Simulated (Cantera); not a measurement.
An adiabatic, constant-volume homogeneous reactor starts with H2 : O2 : N2 = 1 : 0.333 : 1.87 (molar parts), equivalence ratio 1.5, at 1600 K and 0.620 bar. Integrator tolerance rtol = 1e-08.

Model: the H2/O2 subset of GRI-Mech 3.0, which has no nitrogen chemistry, integrated in Cantera.

Q: How do the results move with these cheaper or finer settings: rtol 1e-08 to 0.01; full GRI-Mech 3.0 in place of its H2/O2 subset; rtol 1e-08 to 1e-10; rtol 1e-08 to 1e-05?

A: 
| setting | time of steepest temperature rise | temperature at 0.100 s | equilibrium temperature | x(H2) at 0.100 s | integrator steps |
|---|---|---|---|---|---|
| as above | 19.6 µs | 2875 K | 2875 K | 0.113 | 1095 |
| rtol 1e-08 to 0.01 | 17.9 µs | 2874 K | 2875 K | 0.113 | 236 |
| full GRI-Mech 3.0 in place of its H2/O2 subset | 19.6 µs | 2863 K | 2863 K | 0.115 | 1083 |
| rtol 1e-08 to 1e-10 | 19.6 µs | 2875 K | 2875 K | 0.113 | 1850 |
| rtol 1e-08 to 1e-05 | 19.5 µs | 2875 K | 2875 K | 0.113 | 494 |
